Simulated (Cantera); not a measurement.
A freely propagating, adiabatic, planar premixed flame of 5.59 % CH₄, 6.71 % CO, 18.4 % O₂, 69.3 % N₂, equivalence ratio 0.79, unburnt at 300 K and 2400 Torr; unity-Lewis-number transport, grid criteria slope 0.08 and curve 0.16, no radiation.

Cantera simulation using GRI-Mech 3.0 (53 species, 325 reactions); the numbers are that mechanism's predictions, not measurements. Unity Lewis numbers drop preferential diffusion, which matters most where H2 and H carry the flame. Burning velocities carry a grid error of a few per cent, more on coarse grids.

Q: Predict: laminar burning velocity; thermal thickness; peak x(HCO); peak x(OH).

A: laminar burning velocity: 20.1 cm/s
thermal thickness: 0.209 mm
peak x(HCO): 1.32e-5
peak x(OH): 0.00498
